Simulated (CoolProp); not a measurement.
R227EA along the isobar 10.2 MPa: Z from the reference equation and from simpler models built on Tc = 101.8 °C, pc = 2.925 MPa, ω = 0.358; each cubic takes its own stable root.

Model: reference Helmholtz-energy equation of state, Lemmon 2016, in CoolProp.

| T (°C) | phase | reference |
|---|---|---|
| -38.15 | liquid | 0.5394 |
| -22.15 | liquid | 0.5199 |
| -6.05 | liquid | 0.5040 |
| 9.95 | liquid | 0.4914 |
| 25.95 | liquid | 0.4819 |
| 41.95 | liquid | 0.4754 |
| 58.05 | liquid | 0.4720 |
| 74.05 | liquid | 0.4721 |
| 90.05 | liquid | 0.4761 |
| 106.05 | supercritical | 0.4848 |
| 122.05 | supercritical | 0.4994 |
| 138.15 | supercritical | 0.5216 |
| 154.15 | supercritical | 0.5522 |
| 170.15 | supercritical | 0.5911 |

Task: How far does each simpler model (van der Waals, Redlich-Kwong) lie from the reference over these 14 states: mean and median of the absolute difference, and the worst?

Result: 
- van der Waals: mean 42.6 %, median 46.7 %, worst +59.5 % at -38.15 °C and 10.2 MPa
- Redlich-Kwong: mean 9.4 %, median 11.1 %, worst +11.5 % at -38.15 °C and 10.2 MPa
